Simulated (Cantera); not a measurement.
**Premixed flame**

A freely propagating, adiabatic, planar premixed flame of H2 : O2 : N2 = 1 : 0.505 : 1.9 (molar parts), equivalence ratio 0.99, unburnt at 350 K and 340000 Pa; mixture-averaged transport, grid criteria slope 0.08 and curve 0.16, no radiation.

Computed with Cantera and the H2/O2 subset of GRI-Mech 3.0, which has no nitrogen chemistry. The hydrogen kinetics of GRI-Mech 3.0 are dated; newer H2 mechanisms differ, most at raised pressure. Burning velocities carry a grid error of a few per cent, more on coarse grids.

```
z (mm)   T (K)  u (m/s)    x H2    x O2       x O    x H2O2      x OH    x H2O
-------  -----  -------  ------  ------  --------  --------  --------  -------
-0.239     350     2.68   0.294   0.148     <1e-8     <1e-8     <1e-8    <1e-8
-0.159     350     2.68   0.294   0.148     <1e-8     <1e-8     <1e-8  4.54e-8
-0.119     350     2.68   0.293   0.148     <1e-8     <1e-8     <1e-8  5.48e-7
-0.0795    351     2.68   0.291   0.149   2.84e-8   1.10e-7     <1e-8  1.29e-5
-0.0398    395     2.94   0.270   0.152   2.20e-6   2.23e-5   7.99e-6  0.00188
-0.0199    702     5.00   0.221   0.147  0.000148  0.000142  0.000870   0.0303
0         1199     8.29   0.148   0.114   0.00204   5.17e-5   0.00242    0.108
0.0199    1549     10.6  0.0831  0.0681   0.00557   6.77e-6   0.00654    0.193
0.0398    1746     11.9  0.0509  0.0401   0.00711   3.47e-6    0.0108    0.239
0.0795    1938     13.1  0.0358  0.0248   0.00659   1.87e-6    0.0143    0.267
0.159     2105     14.1  0.0298  0.0191   0.00447   1.10e-6    0.0145    0.283
0.318     2236     14.9  0.0234  0.0150   0.00263   7.40e-7    0.0128    0.297
0.636     2329     15.4  0.0171  0.0118   0.00147   5.35e-7    0.0105    0.309
```
x: mole fraction of selected species; z is measured from the peak of heat release.

| Property | Value |
|---|---|
| laminar burning velocity | 268 cm/s |
| thermal thickness | 0.0795 mm |
| peak x(O) | 0.00722 |
| peak x(H2O2) | 0.000143 |
| peak x(OH) | 0.0147 |
| grid points | 110 |
